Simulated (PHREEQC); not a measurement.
Dissolve 0.013 mol HNO3, 0.012 mol CaCl2 and 0.0045 mol CuCl2 per kg of water at 20 °C. Closed to the air; pH follows from the charge balance.

All values are PHREEQC results (ion-association model, phreeqc.dat), not measurements.

**Question.** The ionic strength comes out as 0.0622 mol/kgw. What activity coefficients do NO3-, Ca+2, Cu+2, H+, CuCl+ get?

**Answer.** NO3- 0.79, Ca+2 0.45, Cu+2 0.46, H+ 0.85, CuCl+ 0.80.

Precipitation was switched off in this run. Complexes and solids missing from the database can't appear.
